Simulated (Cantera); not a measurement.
## Equilibrium for abatement and gas-phase synthesis: NF3 + SO2 + N2

A closed system holds: 1 mol NF3, 0.0059 mol SO2, 2.8 mol N2, equilibrated at 0.000120 bar.

These are equilibrium values from Cantera (NASA tables, ideal gas, pure condensed phases), not measurements of a reactor. Candidate condensed phases: S; 35 gas species. Equilibrium is a limit: real reactors are often held back by kinetics, nucleation or transport.

| T (K) | x N2 | x F | x N | x O | x S | x SO2 |
|---|---|---|---|---|---|---|
| 1798 | 0.523 | 0.476 | 2.33e-9 | 8.59e-5 | 1.43e-5 | 0.000720 |
| 1948 | 0.523 | 0.475 | 2.76e-8 | 0.000378 | 0.000117 | 0.000418 |
| 2098 | 0.523 | 0.475 | 2.29e-7 | 0.00103 | 0.000448 | 9.63e-5 |
| 2248 | 0.522 | 0.475 | 1.44e-6 | 0.00156 | 0.000790 | 6.09e-6 |
| 2398 | 0.522 | 0.475 | 7.20e-6 | 0.00175 | 0.000903 | 2.27e-7 |
| 2548 | 0.522 | 0.475 | 2.98e-5 | 0.00181 | 0.000927 | 9.92e-9 |
| 2698 | 0.522 | 0.475 | 0.000106 | 0.00183 | 0.000932 | 5.83e-10 |
| 2848 | 0.522 | 0.475 | 0.000327 | 0.00185 | 0.000933 | 4.54e-11 |
| 2998 | 0.522 | 0.475 | 0.000906 | 0.00185 | 0.000933 | 4.54e-12 |
| 3148 | 0.521 | 0.474 | 0.00228 | 0.00185 | 0.000933 | <1e-12 |
| 3298 | 0.518 | 0.474 | 0.00526 | 0.00185 | 0.000931 | <1e-12 |
x: gas mole fraction; nothing condenses.

From 1798 K to 3298 K nothing is condensed.
